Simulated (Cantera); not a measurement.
# Adiabatic ignition

An adiabatic, constant-volume homogeneous reactor starts with CH₄ : O₂ : N₂ = 1 : 1.05 : 3.96 (molar parts), at 1225 K and 500000 Pa.

Computed with Cantera and GRI-Mech 3.0 (53 species, 325 reactions).

| t (s) | T (K) | P (bar) | x CH₄ | x O₂ | x CH₂ | x H₂ | x NO |
|---|---|---|---|---|---|---|---|
| 2.00e-6 | 1225 | 5.00 | 0.166 | 0.175 | <1e-12 | 1.98e-10 | <1e-12 |
| 1.05e-5 | 1225 | 5.00 | 0.166 | 0.175 | <1e-12 | 1.52e-9 | <1e-12 |
| 5.50e-5 | 1225 | 5.00 | 0.166 | 0.175 | <1e-12 | 2.61e-8 | <1e-12 |
| 0.000288 | 1225 | 5.00 | 0.166 | 0.175 | <1e-12 | 1.35e-6 | <1e-12 |
| 0.00151 | 1226 | 5.00 | 0.166 | 0.175 | 1.30e-12 | 2.26e-5 | <1e-12 |
| 0.00793 | 1260 | 5.15 | 0.160 | 0.170 | 6.20e-11 | 0.00125 | <1e-12 |
| 0.0416 | 2672 | 12.7 | 7.38e-10 | 1.22e-5 | 3.16e-11 | 0.145 | 0.000198 |
| 0.218 | 2672 | 12.7 | 7.38e-10 | 1.22e-5 | 3.16e-11 | 0.145 | 0.000198 |
| 1.14 | 2672 | 12.7 | 7.38e-10 | 1.22e-5 | 3.16e-11 | 0.145 | 0.000198 |
| 6.00 | 2672 | 12.7 | 7.38e-10 | 1.22e-5 | 3.16e-11 | 0.145 | 0.000198 |
x: mole fraction; the columns are a selection and need not sum to one.

```
Property                                                              Result
---------------------------------  -----------------------------------------
time of steepest temperature rise                                    9.69 ms
temperature at 6.00 s                                                 2672 K
equilibrium temperature                                               2672 K
x(CH₄) at 6.00 s                   7.38e-10 (gas-phase equilibrium 8.29e-10)
x(O₂) at 6.00 s                      1.22e-5 (gas-phase equilibrium 1.22e-5)
x(CH₂) at 6.00 s                   3.16e-11 (gas-phase equilibrium 3.48e-11)
```
